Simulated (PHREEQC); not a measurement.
Make-up at 25 °C: 0.064 mol/kgw Cu(NO3)2, 0.013 mol/kgw HNO3 and 0.0027 mol/kgw FeCl3. Closed to the air; pH follows from the charge balance.

Computed with PHREEQC (ion-association model, phreeqc.dat).

```json
{
  "pH": "1.97",
  "ionic_strength": "0.219 mol/kgw",
  "density": "1.008 g/cm³",
  "total_alkalinity": "-18.4 meq/kg"
}
```

```
species     molality  activity   log γ
----------  --------  --------  ------
NO3-           0.141    0.0968  -0.163
Cu+2          0.0636    0.0203  -0.497
H+            0.0136    0.0108  -0.100
Cl-          0.00755   0.00535  -0.149
Fe+3         0.00193  0.000242  -0.901
FeOH+2      0.000498  0.000144  -0.540
CuCl+       0.000410  0.000292  -0.148
FeCl+2      0.000136   3.91e-5  -0.540
Fe2(OH)2+4   6.46e-5   5.56e-7  -2.065
Fe(OH)2+     5.91e-6   4.37e-6  -0.130
FeCl2+       1.28e-6   9.35e-7  -0.135
Fe3(OH)4+5   8.56e-7  5.08e-10  -3.227
CuCl2        7.98e-7   8.39e-7   0.022
CuOH+        2.62e-8   1.86e-8  -0.148
```

Precipitation was switched off in this run. Examples of supersaturated solids here: Hematite (slow to form), Goethite (slow to form). Others may be too. Complexes and solids missing from the database can't appear.
